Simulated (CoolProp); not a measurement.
R1224YDZ along the isotherm 452.5 K: density (kg/m³) from the reference equation and from simpler models built on Tc = 428.7 K, pc = 3.334 MPa, ω = 0.325; each cubic takes its own stable root.

Values from CoolProp's reference Helmholtz-energy equation of state, Akasaka 2023.

```tsv
p (MPa)	phase	reference	van der Waals	Redlich-Kwong	Peng-Robinson
0.105	gas	4.182	4.179	4.183	4.186
0.164	gas	6.566	6.557	6.567	6.576
0.256	gas	10.33	10.31	10.34	10.36
0.398	gas	16.28	16.22	16.29	16.34
0.62	gas	(withheld)	25.77	25.92	26.05
0.965	gas	41.73	41.42	41.80	42.11
1.5	gas	68.86	68.10	69.07	69.84
2.34	gas	120.3	118.7	121.2	123.0
3.64	supercritical	243.3	254.2	(withheld)	251.8
5.67	supercritical	719.6	556.6	618.9	621.8
8.83	supercritical	879.0	649.1	772.8	823.6
13.8	supercritical	975.6	717.7	885.5	961.6
21.4	supercritical	1058	776.7	(withheld)	1078
33.3	supercritical	(withheld)	831.5	1077	1186
```

Q: Fill in the missing entries.

A: 
- 0.62, reference: 25.89
- 3.64, Redlich-Kwong: 253.6
- 21.4, Redlich-Kwong: 983.9
- 33.3, reference: 1137
